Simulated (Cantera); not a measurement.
Input: 1 mol CaO, 11 mol Cl2, at 725 °C and 13.0 Pa.

Cantera equilibrium calculation (NASA polynomials, part measured and part estimated; ideal gas, pure solids and liquids). Candidate condensed phases: Ca, CaCl2, CaO; 11 gas species. Condensed phases not in the tables: oxide chlorides. Rates play no part.

Base state: Cl2 0.921, O2 0.0469, Cl 0.0317, CaCl2 0.000157 (mole fractions); condensed: CaCl2(s).

### Question
What changes in the equilibrium state with this change: temperature from 725 °C to 1650 °C?

### Answer
| species | before | after |
|---|---|---|
| Cl | 0.0317 | 0.928 |
| CaCl2 | 0.000157 | 0.0464 |
| O2 | 0.0469 | 0.0209 |
| Cl2 | 0.921 | 0.000379 |
| O | 2.81e-9 | 0.00459 |
| CaCl | <1e-9 | 2.05e-5 |
| CaCl2(s), mol | 0.998 | 0 |

### Question
What changes in the equilibrium state with this change: temperature from 725 °C to 1150 °C?

### Answer
| species | before | after |
|---|---|---|
| Cl | 0.0317 | 0.844 |
| Cl2 | 0.921 | 0.0808 |
| CaCl2 | 0.000157 | 0.0503 |
| O2 | 0.0469 | 0.0251 |
| O | 2.81e-9 | 1.87e-5 |
| ClO | 4.90e-6 | 4.15e-5 |
| CaCl2(s), mol | 0.998 | 0 |
